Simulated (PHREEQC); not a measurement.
A made-up water analysis in mg/L, 20 °C, pH 8.5, pe 11.2:

| constituent | mg/L |
|---|---|
| Na | 4050 |
| K | 5.64 |
| Ca | 407 |
| Mg | 22.4 |
| Cl | 6710 |
| S(6) as SO4 | 471 |
| Alkalinity as HCO3 | 13.5 |
| Cd | 41 |
| F | 5.7 |
| N(5) as NO3 | 315 |

Valence states are taken as typed.

Model: ion-association model, phreeqc.dat, run in PHREEQC.

This is a speciation only: nothing precipitates in the calculation.

**Question.** Order these S species by the share of S that they hold, largest first: CaSO4, MgSO4, NaSO4-, SO4-2.

**Answer.** SO4-2 (71 %), NaSO4- (18 %), CaSO4 (10 %), MgSO4 (1.2 %)

**Question.** Order these C species by the share of C that they hold, largest first: CO3-2, CaCO3, CaHCO3+, NaHCO3, HCO3-.

**Answer.** HCO3- (83 %), NaHCO3 (4.5 %), CaCO3 (3.7 %), CaHCO3+ (3.0 %), CO3-2 (2.7 %)

The pH is 8.50 and the ionic strength 0.216 mol/kgw. Saturation is exceeded, for instance for Otavite, Fluorite; the values hold only as long as no solid forms. Complexes and solids missing from the database can't appear.
